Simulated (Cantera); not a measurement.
Ignition delay

Mixture: CH4 : C2H6 : C3H8 : O2 : N2 : H2O = 1 : 0.2 : 1.3 : 12.3 : 46.1 : 6.1 (molar parts), equivalence ratio 0.75, at 3100000 Pa, adiabatic and at constant volume. Ignition delay is the time to a rise of 400 K.

Cantera simulation using GRI-Mech 3.0 (53 species, 325 reactions); the numbers are that mechanism's predictions, not measurements. GRI-Mech 3.0 was tuned for natural gas; its chemistry of propane as a main component is partial and can be far from experiment. The pressure lies above the range GRI-Mech 3.0 was tuned for (to about 10 atm).

```csv
T0 (K),delay (ms)
1000,7.68
1050,3.37
1100,1.58
1150,0.776
1200,0.390
1250,0.199
```

```json
{
 "apparent activation energy between 1150 and 1250 K": "160 kJ/mol"
}
```
